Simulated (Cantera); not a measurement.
Cantera run, input and output.

```python
import numpy as np
import cantera as ct

gas = ct.Solution("gri30.yaml", transport_model="mixture-averaged")
show = ['CH4', 'H', 'OH']

rows = []
print(f"{'T/K':>7s}{'rho':>11s}{'cp':>10s}{'mu':>11s}{'lambda':>11s}{'Pr':>7s}" + "".join(f"{'D_' + s:>11s}" for s in show))
for T in [400, 500, 600, 700, 800, 900, 1000, 1100, 1200]:
    gas.TPX = T, 15000, {'CH3OH': 0.95, 'C2H6': 0.27}
    Pr = gas.cp_mass * gas.viscosity / gas.thermal_conductivity
    D = [gas.mix_diff_coeffs_mole[gas.species_index(s)] for s in show]
    rows.append([gas.density, gas.cp_mass, gas.viscosity, gas.thermal_conductivity, Pr, *D])
    print(f"{T:7g}{gas.density:11.4e}{gas.cp_mass:10.1f}{gas.viscosity:11.4e}"
          f"{gas.thermal_conductivity:11.4e}{Pr:7.3f}" + "".join(f"{d:11.4e}" for d in D))
print("SI units: kg/m3, J/kg/K, Pa s, W/m/K, m2/s")
```

Result:

```
    T/K        rho        cp         mu     lambda     Pr      D_CH4        D_H       D_OH
    400 1.4255e-01    1722.6 1.2930e-05 2.9699e-02  0.750 1.8845e-04 1.0318e-03 2.7190e-04
    500 1.1404e-01    2010.9 1.6122e-05 4.3274e-02  0.749 2.8550e-04 1.5639e-03 4.0664e-04
    600 9.5032e-02    2284.8 1.9179e-05 5.8226e-02  0.753 3.9783e-04 2.1799e-03 5.6141e-04
    700 8.1456e-02    2523.3 2.2089e-05 7.3846e-02  0.755 5.2421e-04 2.8732e-03 7.3469e-04
    800 7.1274e-02    2722.3 2.4855e-05 8.9734e-02  0.754 6.6366e-04 3.6382e-03 9.2532e-04
    900 6.3355e-02    2894.2 2.7486e-05 1.0565e-01  0.753 8.1543e-04 4.4709e-03 1.1324e-03
   1000 5.7019e-02    3068.0 2.9996e-05 1.2144e-01  0.758 9.7888e-04 5.3677e-03 1.3551e-03
   1100 5.1836e-02    3206.7 3.2394e-05 1.3701e-01  0.758 1.1535e-03 6.3259e-03 1.5928e-03
   1200 4.7516e-02    3329.7 3.4692e-05 1.5231e-01  0.758 1.3389e-03 7.3430e-03 1.8450e-03
SI units: kg/m3, J/kg/K, Pa s, W/m/K, m2/s
```

Computed with Cantera and GRI-Mech 3.0 (53 species, 325 reactions). Polar gases are described roughly by these parameters. The composition is frozen, though it would react at the higher temperatures.
